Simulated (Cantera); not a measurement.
# Premixed flame

A freely propagating, adiabatic, planar premixed flame of H2 : O2 : N2 : H2O = 1 : 0.833 : 2.83 : 1.4 (molar parts), equivalence ratio 0.60, unburnt at 650 K and 13300 Pa; mixture-averaged transport, grid criteria slope 0.08 and curve 0.16, no radiation.

Computed with Cantera and the H2/O2 subset of GRI-Mech 3.0, which has no nitrogen chemistry. Burning velocities carry a grid error of a few per cent, more on coarse grids. Lean hydrogen flames are cellular in practice and burn faster than this planar one.

| z (mm) | T (K) | u (m/s) | x H2 | x O2 | x H2O | x HO2 | x OH | x H |
|---|---|---|---|---|---|---|---|---|
| -16.1 | 650 | 3.86 | 0.165 | 0.137 | 0.231 | <1e-8 | <1e-8 | <1e-8 |
| -10.7 | 650 | 3.86 | 0.165 | 0.137 | 0.231 | <1e-8 | <1e-8 | <1e-8 |
| -8.05 | 650 | 3.86 | 0.165 | 0.137 | 0.231 | 1.98e-8 | <1e-8 | <1e-8 |
| -5.37 | 650 | 3.86 | 0.165 | 0.137 | 0.231 | 1.94e-6 | <1e-8 | 2.16e-7 |
| -2.68 | 665 | 3.93 | 0.159 | 0.138 | 0.234 | 9.99e-5 | 3.96e-5 | 0.000187 |
| -1.34 | 789 | 4.59 | 0.135 | 0.134 | 0.251 | 7.33e-5 | 0.000350 | 0.00310 |
| 0 | 1058 | 6.03 | 0.0760 | 0.110 | 0.308 | 3.53e-5 | 0.00180 | 0.0161 |
| 1.34 | 1266 | 7.15 | 0.0308 | 0.0795 | 0.363 | 1.91e-5 | 0.00526 | 0.0234 |
| 2.68 | 1375 | 7.72 | 0.0205 | 0.0704 | 0.381 | 1.42e-5 | 0.00729 | 0.0199 |
| 5.37 | 1487 | 8.30 | 0.0166 | 0.0665 | 0.392 | 1.08e-5 | 0.00854 | 0.0130 |
| 10.7 | 1590 | 8.81 | 0.0125 | 0.0636 | 0.403 | 7.92e-6 | 0.00881 | 0.00711 |
| 21.5 | 1673 | 9.21 | 0.00802 | 0.0615 | 0.413 | 5.30e-6 | 0.00798 | 0.00321 |
| 42.9 | 1731 | 9.49 | 0.00424 | 0.0603 | 0.420 | 3.07e-6 | 0.00629 | 0.00113 |
x: mole fraction of selected species; z is measured from the peak of heat release.

```json
{
  "laminar_burning_velocity": "386 cm/s",
  "thermal_thickness": "5.37 mm",
  "peak x(HO2)": "0.000101",
  "peak x(OH)": "0.00885",
  "peak x(H)": "0.0234",
  "grid_points": "121"
}
```
